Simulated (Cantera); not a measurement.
Input: 1 mol SiH₂Cl₂, 5.7 mol H₂, 0.094 mol C₂H₂, at 1950 K and 0.0590 bar.

These are equilibrium values from Cantera (NASA tables, ideal gas, pure condensed phases), not measurements of a reactor. Candidate condensed phases: C, C₆H₆, C₇H₈, C₈H₁₈, Si, SiC; 109 gas species. Mutual solubility and eutectic melting of coexisting phases are not modelled. The tables' values for SiCl₃, SiCl are old estimates; treat these amounts as uncertain. Gases not in the tables: Si₂H₆ and higher silanes. Equilibrium is a limit: real reactors are often held back by kinetics, nucleation or transport.

Base state: H₂ 0.799, HCl 0.136, SiCl₂ 0.0586, H 0.00422, SiCl₃ 0.000595, SiCl 0.000566, Cl 0.000537, Si 0.000404 (mole fractions); condensed: Si(l) + SiC(s).

Question: What changes in the equilibrium state with this change: SiH₂Cl₂ replaced by SiHCl₃?

Answer: 
```json
[
 {"species": "H₂", "before": "0.799", "after": "0.716"},
 {"species": "HCl", "before": "0.136", "after": "0.176"},
 {"species": "SiCl₂", "before": "0.0586", "after": "0.101"},
 {"species": "SiCl₄", "before": "7.51e-6", "after": "2.43e-5"},
 {"species": "SiCl₃", "before": "0.000595", "after": "0.00141"},
 {"species": "SiHCl₃", "before": "1.56e-5", "after": "3.48e-5"},
 {"species": "Cl", "before": "0.000537", "after": "0.000734"},
 {"species": "Si(l), mol", "before": "0.340", "after": "0"},
 {"species": "SiC(s), mol", "before": "0.188", "after": "0.188"}
]
```
